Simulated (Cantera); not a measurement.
Charge: 1 mol B2H6, 1.9 mol NH3, 21 mol N2, at 15.0 mbar.

Equilibrium computed with Cantera from the NASA thermochemical tables; the gas is ideal and each condensed phase is pure. Candidate condensed phases: B, BN; 15 gas species. The feed counts by its element totals alone. Kinetics and transport are ignored.

Over these rows the condensed part is BN(s). Partial pressures as log10 of bar:

```json
[
 {"T (K)": "1873", "1000/T (1/K)": "0.5339", "log p B": "-9.30", "log p N2": "-1.93", "log p H2": "-2.49"},
 {"T (K)": "1923", "1000/T (1/K)": "0.5200", "log p B": "-8.71", "log p N2": "-1.93", "log p H2": "-2.49"},
 {"T (K)": "1973", "1000/T (1/K)": "0.5068", "log p B": "?", "log p N2": "-1.93", "log p H2": "-2.49"},
 {"T (K)": "2023", "1000/T (1/K)": "0.4943", "log p B": "-7.64", "log p N2": "-1.93", "log p H2": "-2.49"},
 {"T (K)": "2073", "1000/T (1/K)": "0.4824", "log p B": "-7.14", "log p N2": "-1.93", "log p H2": "-2.50"},
 {"T (K)": "2123", "1000/T (1/K)": "0.4710", "log p B": "-6.66", "log p N2": "-1.93", "log p H2": "-2.50"}
]
```

Problem. Fit log p(B) = a + b·(1000/T) to the five rows, give the apparent enthalpy, and predict the row at 1973 K.

Solution. Means: 1000/T = 0.5003, log p = -7.890. Sxy = -0.114494, Sxx = 0.0027319, so b = -41.91 and a = -7.890 − (-41.91)×0.5003 = 13.08.
Apparent enthalpy: −19.145 × (-41.91) = 802 kJ/mol. With the condensed phases at unit activity, BN(s) = B(g) + 1/2 N2(g) links this pressure to the main gases: over the six rows their terms move log p by +0.00 in all, so the slope is close to that reaction's ΔH°. The five rows lie within 0.01 of the line.
Prediction at 1973 K: 13.08 + (-41.91)×0.5068 = -8.16. The computed value is -8.16, 0.00 from the line.
